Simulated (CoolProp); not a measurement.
Saturation properties of CF4 (R14).

Model: reference Helmholtz-energy equation of state, Platzer 1990, in CoolProp. This equation is an older, rougher fit; its heat capacities, sound speeds and derivatives of the liquid may be far off and weren't checked against measurements.

```csv
T (K),p (MPa),liquid viscosity (µPa s),liquid conductivity (mW/(m K))
163.8,0.3198,170,81.5
167.2,0.3824,(withheld),79.0
170.5,0.4516,154,76.5
173.9,0.5322,146,74.0
177.3,(withheld),(withheld),71.5
180.6,(withheld),132,69.0
184,0.8350,125,66.5
187.3,0.9570,119,64.0
190.7,1.096,113,61.5
194.1,1.249,108,58.9
197.4,1.413,102,56.5
200.8,(withheld),96.5,53.9
204.1,1.793,91.2,51.4
207.5,2.012,85.7,48.9
```

**Question.** Some entries are withheld; supply them.

**Answer.** 
- 167.2, liquid viscosity (µPa s): 161
- 177.3, p (MPa): 0.6230
- 177.3, liquid viscosity (µPa s): 139
- 180.6, p (MPa): 0.7217
- 200.8, p (MPa): 1.597

It boils at 145.1 K under 1 atm.

Viscosity comes from a separate model (Huber 2003), an estimate that may be off by 10 % or more. Thermal conductivity comes from a separate model (Huber 2003), an estimate that may be off by 10 % or more.
